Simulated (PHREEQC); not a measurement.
1 kg of water holding 0.0076 mol MgSO4, 0.46 mol NaCl, 0.43 mol Na2SO4 and 0.06 mol K2SO4 is evaporated at 25 °C; the solids stay in contact with the brine. The system is closed to CO2. Only these solids could form: Arcanite, Bischofite, Bloedite, Brucite, Carnallite, Epsomite, Glaserite, Halite, Hexahydrite, Kainite, Kieserite, Leonite, Mirabilite, Misenite, Schoenite, Sylvite, Thenardite, MgCl2_4H2O.

The series has 20 steps of water left (kg), from 1 to 0.02407.

Equilibrium calculation in PHREEQC: Pitzer model, pitzer.dat.

### Question
Which solids form, in which order, and at which step of the series does each first stand?

### Answer
Mirabilite from water left = 0.2492 kg, last present at water left = 0.1574 kg; Thenardite from water left = 0.1574 kg; Glaserite from water left = 0.1156 kg; Halite from water left = 0.07809 kg.

Species that the database lacks are ignored.
